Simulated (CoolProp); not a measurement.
Chlorine at 331.07 K and 0.0914 MPa is throttled through a valve to 0.0408 MPa with no heat exchange. Each further row changes one setting.

Computed with CoolProp (reference Helmholtz-energy equation of state, Thol 2021).

| case | temperature change (K) | final density (kg/m³) |
|---|---|---|
| as stated | [?] | [?] |
| outlet pressure 0.0122 MPa | -1.8 | [?] |
| outlet pressure 0.053 MPa | [?] | 1.38 |

Complete the blanks.


- as stated, temperature change (K): -1.2
- as stated, final density (kg/m³): 1.06
- outlet pressure 0.0122 MPa, final density (kg/m³): 0.316
- outlet pressure 0.053 MPa, temperature change (K): -0.9
